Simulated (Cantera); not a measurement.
A closed system holds: 1 mol Fe2O3, 0.86 mol H2S, 0.83 mol H2O, 9.8 mol O2, held at 0.260 bar.

Cantera equilibrium calculation (NASA polynomials, part measured and part estimated; ideal gas, pure solids and liquids). Candidate condensed phases: Fe, FeO, Fe(OH)2, Fe(OH)3, FeS, FeSO4, FeS2, Fe2O3, Fe2(SO4)3, Fe3O4, H2O, H2SO4, S; 22 gas species. Equilibrium is a limit: real reactors are often held back by kinetics, nucleation or transport. All values below are at 1225 K.

Base state: O2 0.769, H2O 0.153, SO2 0.0713, SO3 0.00672, OH 1.00e-5 (mole fractions); condensed: Fe2O3(s).

What changes in the equilibrium state with this change: H2S from 0.86 to 0.097 mol?


| species | before | after |
|---|---|---|
| O2 | 0.769 | 0.904 |
| H2O | 0.153 | 0.0868 |
| SO2 | 0.0713 | 0.00824 |
| SO3 | 0.00672 | 0.000843 |
| OH | 1.00e-5 | 7.85e-6 |
| Fe2O3(s), mol | 1.00 | 1.00 |
